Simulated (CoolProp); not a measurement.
Vapour-liquid equilibrium of CH2F2 (R32) (1) + R227EA (2) at 33.75 °C; x and y are mole fractions of (1).

Model: multi-fluid Helmholtz-energy mixture model, Tillner-Roth 1997 and Lemmon 2016; pair parameters Bell 2016, in CoolProp.

```json
[
 {"x": "0.05", "bubble pressure (MPa)": "0.6648", "y at the bubble point": "0.137", "dew pressure at overall composition x (MPa)": "0.6149", "liquid density (mol/L)": "8.173"},
 {"x": "0.125", "bubble pressure (MPa)": "0.7831", "y at the bubble point": "0.300", "dew pressure at overall composition x (MPa)": "0.6575", "liquid density (mol/L)": "8.549"},
 {"x": "0.2", "bubble pressure (MPa)": "0.9049", "y at the bubble point": "0.426", "dew pressure at overall composition x (MPa)": "0.7062", "liquid density (mol/L)": "8.955"},
 {"x": "0.275", "bubble pressure (MPa)": "1.028", "y at the bubble point": "0.524", "dew pressure at overall composition x (MPa)": "0.7624", "liquid density (mol/L)": "9.395"},
 {"x": "0.35", "bubble pressure (MPa)": "1.149", "y at the bubble point": "0.603", "dew pressure at overall composition x (MPa)": "0.8276", "liquid density (mol/L)": "9.876"},
 {"x": "0.425", "bubble pressure (MPa)": "1.268", "y at the bubble point": "0.668", "dew pressure at overall composition x (MPa)": "0.9042", "liquid density (mol/L)": "10.41"},
 {"x": "0.5", "bubble pressure (MPa)": "1.385", "y at the bubble point": "0.723", "dew pressure at overall composition x (MPa)": "0.9949", "liquid density (mol/L)": "10.99"},
 {"x": "0.575", "bubble pressure (MPa)": "1.498", "y at the bubble point": "0.772", "dew pressure at overall composition x (MPa)": "1.103", "liquid density (mol/L)": "11.65"},
 {"x": "0.65", "bubble pressure (MPa)": "1.610", "y at the bubble point": "0.816", "dew pressure at overall composition x (MPa)": "1.233", "liquid density (mol/L)": "12.39"},
 {"x": "0.725", "bubble pressure (MPa)": "1.719", "y at the bubble point": "0.856", "dew pressure at overall composition x (MPa)": "1.388", "liquid density (mol/L)": "13.24"},
 {"x": "0.8", "bubble pressure (MPa)": "1.829", "y at the bubble point": "0.896", "dew pressure at overall composition x (MPa)": "1.569", "liquid density (mol/L)": "14.22"},
 {"x": "0.875", "bubble pressure (MPa)": "1.938", "y at the bubble point": "0.934", "dew pressure at overall composition x (MPa)": "1.771", "liquid density (mol/L)": "15.36"},
 {"x": "0.95", "bubble pressure (MPa)": "2.048", "y at the bubble point": "0.973", "dew pressure at overall composition x (MPa)": "1.982", "liquid density (mol/L)": "16.70"}
]
```

No azeotrope shows between x = 0.05 and 0.95.

The pair parameters rest on a limited set of measurements; away from them the model extrapolates.
